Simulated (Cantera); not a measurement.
Cantera run, input and output.

```python
import numpy as np
import cantera as ct

surf = ct.Interface("ptcombust.yaml", "Pt_surf")
gas = surf.adjacent["gas"]
gas.TPX = 1025, 330000, {'CH4': 0.0023, 'O2': 0.14, 'N2': 0.79}
surf.TP = 1025, 330000
reactor = ct.FlowReactor(gas, clone=False)
reactor.area = 0.0001  # m2
reactor.surface_area_to_volume_ratio = 9700  # 1/m
reactor.mass_flow_rate = 0.071 * reactor.area * gas.density  # inlet velocity 0.071 m/s
reactor.energy_enabled = False
wall = ct.ReactorSurface(surf, reactor, clone=False)
net = ct.ReactorNet([reactor])
net.rtol, net.atol = 1e-8, 1e-16
show, cover = ['CH4', 'O2', 'H2O', 'CO2', 'CO'], ['PT(S)', 'H(S)', 'O(S)', 'OH(S)', 'CO(S)', 'C(S)']

rows = []
print(f"{'z/m':>9s}{'u/(m/s)':>9s}" + "".join(f"{s:>13s}" for s in show + cover))
for z in [0.00031, 0.00066, 0.0014, 0.0031, 0.0066, 0.014, 0.031]:
    net.advance(z)
    rows.append([reactor.speed, *gas[show].X, *surf[cover].coverages])
    print(f"{z:9.4g}{rows[-1][0]:9.3g}" + "".join(f"{x:13.4e}" for x in rows[-1][1:]))
```

It prints:

```
      z/m  u/(m/s)          CH4           O2          H2O          CO2           CO        PT(S)         H(S)         O(S)        OH(S)        CO(S)         C(S)
  0.00031    0.071   5.5022e-04   1.4634e-01   3.8242e-03   1.9093e-03   2.5484e-07   1.4672e-01   2.1646e-07   8.5163e-01   1.6426e-03   7.3308e-07   5.1785e-09
  0.00066    0.071   1.0000e-04   1.4544e-01   4.7221e-03   2.3575e-03   4.8194e-08   1.4686e-01   2.4079e-07   8.5131e-01   1.8251e-03   1.3410e-07   9.4369e-10
   0.0014    0.071   2.7033e-06   1.4525e-01   4.9175e-03   2.4557e-03   3.0373e-09   1.4690e-01   2.4578e-07   8.5124e-01   1.8625e-03   4.1106e-09   2.5525e-11
   0.0031    0.071   6.7500e-10   1.4524e-01   4.9257e-03   2.4606e-03   9.0542e-10   1.4690e-01   2.4599e-07   8.5124e-01   1.8640e-03   2.5316e-10   6.3736e-15
   0.0066    0.071   7.3546e-13   1.4524e-01   4.9282e-03   2.4624e-03   2.6023e-10   1.4690e-01   2.4606e-07   8.5123e-01   1.8645e-03   7.2527e-11   6.9469e-18
    0.014    0.071   3.0164e-13   1.4524e-01   4.9300e-03   2.4634e-03   8.6642e-11   1.4690e-01   2.4610e-07   8.5123e-01   1.8648e-03   2.4148e-11   2.8490e-18
    0.031    0.071   6.0316e-14   1.4524e-01   4.9316e-03   2.4646e-03   5.9423e-11   1.4690e-01   2.4614e-07   8.5123e-01   1.8651e-03   1.6562e-11   5.7005e-19
```

Model: Deutschmann's 1995 Pt surface mechanism with GRI-Mech 3.0 gas chemistry, integrated in Cantera. Catalytic surfaces can have several steady states; this one follows from the mechanism file's or the stated starting coverage. Mass transfer to the wall is taken as infinitely fast.
